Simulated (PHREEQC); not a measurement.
Consider water at 20 °C with 20 mmol/kgw FeSO4, 2.4 mmol/kgw CuCl2 and 0.4 mmol/kgw NaF. Closed to the air; pH follows from the charge balance.

Equilibrium calculation in PHREEQC: ion-association model, wateq4f.dat.

Precipitation was switched off in this run.

Problem. Order these S species by the share of S that they hold, largest first: SO4-2, FeSO4, CuSO4.

Solution. SO4-2 (66 %), FeSO4 (30 %), CuSO4 (4.1 %)

The pH is 5.41 and the ionic strength 0.0602 mol/kgw. Examples of supersaturated solids here: Brochantite, Antlerite. Others may be too. Fluoro complexes past AlF4- and FeF3 are missing from the database.
